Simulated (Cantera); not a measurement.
Input: 1 mol SiH₂Cl₂, 0.47 mol NH₃, equilibrated at 775 K and 77.0 mbar.

Equilibrium computed with Cantera from the NASA thermochemical tables; the gas is ideal and each condensed phase is pure. Candidate condensed phases: NH₄Cl, Si, Si₃N₄; 28 gas species. The tables' values for SiCl₃ are old estimates; treat these amounts as uncertain. Equilibrium is a limit: real reactors are often held back by kinetics, nucleation or transport.

Base state: H₂ 0.757, SiCl₄ 0.193, SiHCl₃ 0.0477, HCl 0.00198, SiH₂Cl₂ 0.000912, SiCl₃ 8.13e-5 (mole fractions); condensed: Si(s) + Si₃N₄(s).

Question: What changes in the equilibrium state with this change: temperature from 775 K to 1873 K?

Answer: 
```tsv
species	before	after
H₂	0.757	0.481
SiCl₂	4.88e-6	0.230
HCl	0.00198	0.199
N₂	<1e-9	0.0801
SiCl₄	0.193	0.000283
SiHCl₃	0.0477	0.000204
H	<1e-9	0.00161
SiCl	<1e-9	0.000520
Cl	<1e-9	0.000505
Si	<1e-9	0.000115
SiH₂	<1e-9	2.36e-5
Si(s), mol	0.122	0
Si₃N₄(s), mol	0.117	0
Si(l), mol	0	0.302
```
The tables' values for SiCl₃, SiCl are old estimates; treat these amounts as uncertain. Gases not in the tables: Si₂H₆ and higher silanes.

Question: What changes in the equilibrium state with this change: temperature from 775 K to 1073.15 K?

Answer: 
| species | before | after |
|---|---|---|
| H₂ | 0.757 | 0.729 |
| SiCl₄ | 0.193 | 0.178 |
| HCl | 0.00198 | 0.0404 |
| SiHCl₃ | 0.0477 | 0.0395 |
| SiCl₂ | 4.88e-6 | 0.00435 |
| SiCl₃ | 8.13e-5 | 0.00696 |
| SiH₂Cl₂ | 0.000912 | 0.00102 |
| Si(s), mol | 0.122 | 0.138 |
| Si₃N₄(s), mol | 0.117 | 0.117 |
Mutual solubility and eutectic melting of coexisting phases are not modelled.
